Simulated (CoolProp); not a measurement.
Values from CoolProp's reference Helmholtz-energy equation of state, Gao 2016.

**Question.** Give the vapour pressure (MPa), liquid density (kg/m³), vapour density (kg/m³), enthalpy of vaporisation (kJ/kg) of saturated sulfur dioxide at 274.6, 280.4, 314.8 K.

**Answer.** 
```
T (K)  p (MPa)  liquid density (kg/m³)  vapour density (kg/m³)  enthalpy of vaporisation (kJ/kg)
-----  -------  ----------------------  ----------------------  --------------------------------
274.6    0.165                    1430                    4.81                               379
280.4    0.207                    1420                    5.97                               374
314.8    0.662                    1320                    18.0                               339
```
